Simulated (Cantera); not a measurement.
A perfectly stirred reactor is fed with CH₄ : H₂ : O₂ : N₂ = 1 : 0.41 : 3.34 : 12.6 (molar parts), equivalence ratio 0.66, at 1950 Torr; it is adiabatic with a 698 K inlet, and is followed from long to short residence time, starting on the burning branch (τ in s: 0.33, 0.12, 0.042, 0.015, 0.0053, 0.0019, 0.00067, 0.00024, 8.5e-05, 3e-05, 1.1e-05, 3.8e-06).

Computed with Cantera and GRI-Mech 3.0 (53 species, 325 reactions).

x: mole fraction; the columns are a selection and need not sum to one.

```csv
τ (s),T (K),x CH₄,x H₂,x O₂,x C₂H₄,x NO₂,x NO,x HCN
0.33,2090,5.56e-7,0.000196,0.0649,4.27e-12,2.33e-6,0.00174,?
0.12,2091,1.47e-6,0.000210,0.0654,2.91e-11,1.15e-6,0.000845,?
0.042,2091,3.87e-6,0.000243,0.0656,1.93e-10,5.28e-7,0.000376,?
0.015,2087,9.27e-6,0.000326,0.0658,9.84e-10,2.75e-7,0.000186,?
0.0053,2077,2.02e-5,0.000518,0.0659,3.72e-9,1.68e-7,0.000108,?
0.0019,2059,4.06e-5,0.000901,0.0663,1.05e-8,1.09e-7,7.10e-5,?
0.00067,2027,8.18e-5,0.00161,0.0671,2.66e-8,6.62e-8,4.77e-5,?
0.00024,1976,0.000170,0.00273,0.0687,6.81e-8,3.85e-8,3.21e-5,?
8.5e-5,1896,0.000403,0.00436,0.0722,2.25e-7,2.18e-8,2.05e-5,?
3.0e-5,1771,0.00133,0.00694,0.0808,1.60e-6,9.91e-9,9.21e-6,?
1.1e-5,698,0.0576,0.0236,0.193,<1e-12,<1e-12,<1e-12,<1e-12
3.8e-6,698,0.0576,0.0236,0.193,<1e-12,<1e-12,<1e-12,<1e-12
```

### Question
What belongs in the gaps?

### Answer

- 0.33, x HCN: 2.82e-8
- 0.12, x HCN: 3.58e-8
- 0.042, x HCN: 4.09e-8
- 0.015, x HCN: 4.60e-8
- 0.0053, x HCN: 5.46e-8
- 0.0019, x HCN: 7.03e-8
- 0.00067, x HCN: 1.00e-7
- 0.00024, x HCN: 1.54e-7
- 8.5e-5, x HCN: 2.51e-7
- 3.0e-5, x HCN: 4.48e-7
